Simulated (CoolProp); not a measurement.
R404A along the isobar 8.43 MPa: Z from the reference equation and from simpler models built on Tc = 345.3 K, pc = 3.735 MPa, ω = 0.293; each cubic takes its own stable root.

Values from CoolProp's reference Helmholtz-energy equation of state, Lemmon 2003. It is a pseudo-pure fit of the blend.

| T (K) | phase | reference |
|---|---|---|
| 338.4 | liquid | 0.3128 |
| 350.8 | supercritical | 0.3255 |
| 363.3 | supercritical | 0.3467 |
| 375.7 | supercritical | 0.3813 |
| 388.1 | supercritical | 0.4346 |
| 400.5 | supercritical | 0.5015 |
| 413 | supercritical | 0.5678 |
| 425.4 | supercritical | 0.6252 |
| 437.8 | supercritical | 0.6737 |
| 450.3 | supercritical | 0.7152 |
| 462.7 | supercritical | 0.7502 |
| 475.1 | supercritical | 0.7803 |
| 487.6 | supercritical | 0.8066 |
| 500 | supercritical | 0.8294 |

**Question.** How far does each simpler model (van der Waals, Soave-Redlich-Kwong, Peng-Robinson) lie from the reference over these 14 states: mean and median of the absolute difference, and the worst?

**Answer.** 
- van der Waals: mean 18.4 %, median 11.1 %, worst +50.4 % at 338.4 K and 8.43 MPa
- Soave-Redlich-Kwong: mean 13.6 %, median 12.3 %, worst +22.0 % at 375.7 K and 8.43 MPa
- Peng-Robinson: mean 6.2 %, median 5.7 %, worst +12.2 % at 375.7 K and 8.43 MPa
